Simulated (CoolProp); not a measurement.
Vapour-liquid equilibrium of methanol (1) + ethanol (2) at 1.46 MPa; x and y are mole fractions of (1).

Model: multi-fluid Helmholtz-energy mixture model, de Reuck 1993 and Schroeder 2014; pair parameters Bell 2016, in CoolProp.

| x | bubble temperature, mixture model (K) | bubble temperature, Raoult's law (K) | y, mixture model | y, Raoult's law |
|---|---|---|---|---|
| 0.05 | 438.7 | 438.6 | 0.064 | 0.068 |
| 0.125 | 437.5 | 437.4 | 0.155 | 0.166 |
| 0.2 | 436.4 | 436.2 | 0.243 | 0.258 |
| 0.275 | 435.3 | 435.1 | 0.326 | 0.346 |
| 0.35 | 434.3 | 433.9 | 0.407 | 0.429 |
| 0.425 | 433.2 | 432.8 | 0.485 | 0.508 |
| 0.5 | 432.2 | 431.7 | 0.561 | 0.584 |
| 0.575 | 431.2 | 430.7 | 0.634 | 0.655 |
| 0.65 | 430.2 | 429.7 | 0.706 | 0.723 |
| 0.725 | 429.1 | 428.6 | 0.774 | 0.788 |
| 0.8 | 428.0 | 427.7 | 0.840 | 0.849 |
| 0.875 | 427.0 | 426.7 | 0.903 | 0.908 |
| 0.95 | 425.9 | 425.7 | 0.963 | 0.964 |

The largest gap from Raoult's law is +0.5 K in bubble temperature, at x = 0.575. No azeotrope shows between x = 0.05 and 0.95.

Pair parameters are fitted to limited data, so mixtures are less certain than the pure fluids.
